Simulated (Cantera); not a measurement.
An isothermal, constant-pressure homogeneous reactor starts with C₂H₆ : N₂ = 1 : 4.3 (molar parts), at 1075 K and 101000 Pa.

Detailed kinetics in Cantera: GRI-Mech 3.0 (53 species, 325 reactions). GRI-Mech 3.0 stops at C3 and has no aromatics, soot or wall deposition, so with more carbon than oxygen in the feed, carbon stays in small species such as C2H2 where larger ones or solid carbon would form.

One state of this run: x C₂H₆ = 0.161; x C₂H₄ = 0.0226; x H₂ = 0.0223; x HCN = <1e-12; x C₂H₂ = 9.35e-5; x H = 1.47e-7; x CH₂ = <1e-12. x: mole fraction; the columns are a selection and need not sum to one.

Problem. Which value of t (s) does it belong to?
(A) 0.612
(B) 3.50
(C) 0.000572
(D) 0.0447

Solution. D, 0.0447
